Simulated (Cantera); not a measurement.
Equilibrium for fluorocarbon and chlorocarbon gases: c-C4F8 + H2

A closed system holds: 1 mol c-C4F8, 3.4 mol H2, at 1777 °C.

Cantera equilibrium calculation (NASA polynomials, part measured and part estimated; ideal gas, pure solids and liquids). Candidate condensed phases: C, C6H6, C7H8, C8H18; 95 gas species. The feed counts by its element totals alone. Gases not in the tables: C2F6 and larger saturated fluorocarbons. Kinetics and transport are ignored.

| P (Pa) | log p HF | log p F | log p CF4 | log p CF2 | log p H | log p CF | log p CF3 | n C(graphite) |
|---|---|---|---|---|---|---|---|---|
| 1 | -5.07 | -5.83 | -12.34 | -7.95 | -7.83 | -8.06 | -11.65 | 3.98 |
| 4.20 | -4.45 | -5.23 | -9.92 | -6.74 | -7.81 | -7.46 | -9.84 | 3.96 |
| 18 | -3.81 | -4.66 | -7.64 | -5.60 | -7.74 | -6.88 | -8.12 | 3.88 |
| 75 | -3.18 | -4.19 | -5.77 | -4.66 | -7.58 | -6.42 | -6.72 | 3.75 |
| 320 | -2.54 | -3.85 | -4.41 | -3.98 | -7.28 | -6.08 | -5.70 | 3.66 |
| 1300 | -1.92 | -3.62 | -3.50 | -3.53 | -6.89 | -5.85 | -5.02 | 3.65 |
| 5600 | -1.28 | -3.43 | -2.73 | -3.14 | -6.44 | -5.66 | -4.44 | 3.66 |
| 24000 | -0.64 | -3.26 | -2.04 | -2.80 | -5.97 | -5.48 | -3.93 | 3.68 |
| 100000 | -0.02 | -3.09 | -1.40 | -2.48 | -5.51 | -5.32 | -3.44 | 3.69 |
log p: log10 of the partial pressure in bar; n: condensed amount in mol.

From 1.00 Pa to 1.00 bar the condensed part is C(graphite). The main C-bearing gas is CF2 at 1.00 Pa and CF4 at 1.00 bar. The share of C in condensed phases is highest at 1.00 Pa (99.6 %) and lowest at 13.0 mbar (91.2 %).
